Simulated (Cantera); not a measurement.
An isothermal, constant-pressure homogeneous reactor starts with CH4 : H2 = 1 : 0.64 (molar parts), at 1800 K and 100.0 Torr.

Detailed kinetics in Cantera: GRI-Mech 3.0 (53 species, 325 reactions). GRI-Mech 3.0 stops at C3 and has no aromatics, soot or wall deposition, so with more carbon than oxygen in the feed, carbon stays in small species such as C2H2 where larger ones or solid carbon would form.

One state of this run: x CH4 = 0.00242; x H2 = 0.808; x C2H6 = 6.56e-8; x CH2 = 6.63e-8; x CH3 = 5.36e-5. x: mole fraction; the columns are a selection and need not sum to one.

Problem. Which value of t (s) does it belong to?
(A) 0.00477
(B) 0.000469
(C) 0.00102
(D) 5.00

Solution. D, 5.00
